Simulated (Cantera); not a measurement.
A perfectly stirred reactor is fed with CH₄ : CO : O₂ : N₂ = 1 : 0.75 : 3.83 : 14.4 (molar parts), equivalence ratio 0.62, at 0.240 bar; it is adiabatic with a 398 K inlet, and is followed from long to short residence time, starting on the burning branch (τ in s: 0.21, 0.058, 0.017, 0.0047, 0.0013, 0.00037, 0.0001, 3e-05, 8.4e-06).

Cantera simulation using GRI-Mech 3.0 (53 species, 325 reactions); the numbers are that mechanism's predictions, not measurements.

Task: Predict: blow-out, bracketed by the residence times tried; x(CH₄) at τ = 0.210 s; x(CO) at τ = 0.210 s; x(O₂) at τ = 0.210 s; x(H) at τ = 0.210 s; x(HO₂) at τ = 0.210 s; x(CH₄) at τ = 1.30 ms; x(CO) at τ = 1.30 ms; x(O₂) at τ = 1.30 ms; x(H) at τ = 1.30 ms; x(HO₂) at τ = 1.30 ms.

Result: 
```
Property                                                                        Value
------------------------------------------------  -----------------------------------
blow-out, bracketed by the residence times tried  burning at 1.30 ms, out at 0.370 ms
x(CH₄) at τ = 0.210 s                                                         6.45e-6
x(CO) at τ = 0.210 s                                                          0.00178
x(O₂) at τ = 0.210 s                                                           0.0742
x(H) at τ = 0.210 s                                                          0.000182
x(HO₂) at τ = 0.210 s                                                         1.16e-6
x(CH₄) at τ = 1.30 ms                                                        0.000334
x(CO) at τ = 1.30 ms                                                           0.0216
x(O₂) at τ = 1.30 ms                                                           0.0834
x(H) at τ = 1.30 ms                                                           0.00673
x(HO₂) at τ = 1.30 ms                                                         1.20e-5
```
